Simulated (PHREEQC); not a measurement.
1 kg of water holding 0.57 mol Na2CO3, 0.0067 mol KCl, 0.04 mol Na2SO4 and 0.024 mol NaCl is evaporated at 20 °C; the solids stay in contact with the brine. CO2 is held at log p = -3.4 (atm). Solids allowed: Arcanite, Burkeite, Glaserite, Halite, Kalicinite, Mirabilite, Misenite, Nahcolite, Natron, Sylvite, Thenardite, Trona. Others were left out.

Model: Pitzer model, pitzer.dat, run in PHREEQC.

Task: Predict ionic strength, Trona (mol) at water left (kg) = 0.9986, 0.1685, 0.08467.

Result: 
| water left (kg) | ionic strength | Trona (mol) |
|---|---|---|
| 0.9986 | 1.78 | 0 |
| 0.1685 | 9.65 | 0.0422 |
| 0.08467 | 9.86 | 0.223 |
